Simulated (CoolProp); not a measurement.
Vapour-liquid equilibrium of R152A (1) + n-pentane (2) at 0.236 MPa; x and y are mole fractions of (1).

Values from CoolProp's multi-fluid Helmholtz-energy mixture model, Outcalt 1996 and Thol 2019; pair parameters Bell 2016.

Q: Give the bubble temperature and the first vapour's composition at x = 0.05, 0.425, 0.5. Is there an azeotrope?

A: x = 0.05: 313.4 K, y = 0.507; x = 0.425: 276.4 K, y = 0.900; x = 0.5: 275.4 K, y = 0.907. No azeotrope shows between x = 0.05 and 0.95.

The pair parameters rest on a limited set of measurements; away from them the model extrapolates. With so large a gap from Raoult's law the liquid may split in two, which this calculation doesn't test in full.
